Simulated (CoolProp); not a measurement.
Vapour-liquid equilibrium of R134a (1) + R245fa (2) at 7.45 bar; x and y are mole fractions of (1).

Model: multi-fluid Helmholtz-energy mixture model, Tillner-Roth 1994 and Akasaka 2015; pair parameters Akasaka 2014, in CoolProp.

```json
[
 {"x": "0.05", "bubble temperature (K)": "347.0", "y at the bubble point": "0.123", "dew temperature at overall composition x (K)": "349.3", "liquid density (mol/L)": "8.954"},
 {"x": "0.2", "bubble temperature (K)": "336.7", "y at the bubble point": "0.412", "dew temperature at overall composition x (K)": "344.5", "liquid density (mol/L)": "9.419"},
 {"x": "0.35", "bubble temperature (K)": "328.0", "y at the bubble point": "0.611", "dew temperature at overall composition x (K)": "339.1", "liquid density (mol/L)": "9.856"},
 {"x": "0.5", "bubble temperature (K)": "320.5", "y at the bubble point": "0.752", "dew temperature at overall composition x (K)": "333.1", "liquid density (mol/L)": "10.28"},
 {"x": "0.65", "bubble temperature (K)": "314.1", "y at the bubble point": "0.853", "dew temperature at overall composition x (K)": "326.1", "liquid density (mol/L)": "10.69"},
 {"x": "0.8", "bubble temperature (K)": "308.5", "y at the bubble point": "0.928", "dew temperature at overall composition x (K)": "317.6", "liquid density (mol/L)": "11.10"},
 {"x": "0.95", "bubble temperature (K)": "303.5", "y at the bubble point": "0.984", "dew temperature at overall composition x (K)": "306.7", "liquid density (mol/L)": "11.53"}
]
```

No azeotrope shows between x = 0.05 and 0.95.

The pair parameters rest on a limited set of measurements; away from them the model extrapolates.
